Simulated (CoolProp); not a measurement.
A closed Brayton cycle with dry air: compressor inlet 312.15 K and 1.3 MPa, high pressure 2.36 MPa, turbine inlet 780 K, compressor efficiency 0.89, turbine efficiency 0.93, recuperator effectiveness 0.8 (on enthalpy, no pinch check). Each further row changes one setting.

Values from CoolProp's reference Helmholtz-energy equation of state, Lemmon 2000. It is a pseudo-pure fit of the blend.

```csv
case,thermal efficiency (%),net work (kJ/kg),compressor to turbine work,compressor exit (K),turbine exit (K)
as stated,28.0,50.1,0.57,377.5,673.6
turbine inlet 730 K,26.3,42.6,0.61,377.5,(withheld)
compressor inlet 322.15 K,27.2,47.9,0.59,(withheld),673.6
high pressure 2.01 MPa,(withheld),39.5,(withheld),358.8,700.9
recuperator effectiveness 0.5,18.5,50.1,0.57,377.5,673.6
```

**Question.** Complete the blanks.

**Answer.** 
- turbine inlet 730 K, turbine exit (K): 629.5
- compressor inlet 322.15 K, compressor exit (K): 389.5
- high pressure 2.01 MPa, thermal efficiency (%): 24.9
- high pressure 2.01 MPa, compressor to turbine work: 0.54
